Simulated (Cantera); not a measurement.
Standard-state values (1 bar) from the NASA 1993 polynomials, evaluated with Cantera. Values are per mole of reaction as written; species without (g) are pure solids or liquids, kept so even where they would boil at 1 bar.

TaO₂(g) + H₂(g) = Ta + H₂O₂(g)

| T (K) | ΔH° (kJ) | ΔS° (J/K) | ΔG° (kJ) | log10 K |
|---|---|---|---|---|
| 300 | 64.5 | -135.0 | 105.0 | -18.28 |
| 923 | 63.8 | -137.3 | 190.5 | -10.78 |
| 1123 | 64.7 | -136.4 | 217.9 | -10.13 |
| 1323 | 66.1 | -135.3 | 245.1 | -9.67 |
| 1523 | [?] | [?] | [?] | [?] |
| 1723 | [?] | [?] | [?] | [?] |
| 1923 | 72.2 | -131.5 | 325.1 | -8.83 |
| 2123 | 74.9 | -130.2 | 351.3 | -8.64 |
| 2323 | 77.8 | -128.9 | 377.2 | -8.48 |
| 2523 | 81.1 | -127.5 | 402.8 | -8.34 |
| 2723 | 84.7 | -126.1 | 428.2 | -8.21 |
| 2923 | 88.7 | -124.7 | 453.3 | -8.10 |

Question: What belongs in the gaps?

Answer: 
- 1523, ΔH° (kJ): 67.8
- 1523, ΔS° (J/K): -134.1
- 1523, ΔG° (kJ): 272.0
- 1523, log10 K: -9.33
- 1723, ΔH° (kJ): 69.9
- 1723, ΔS° (J/K): -132.8
- 1723, ΔG° (kJ): 298.7
- 1723, log10 K: -9.05
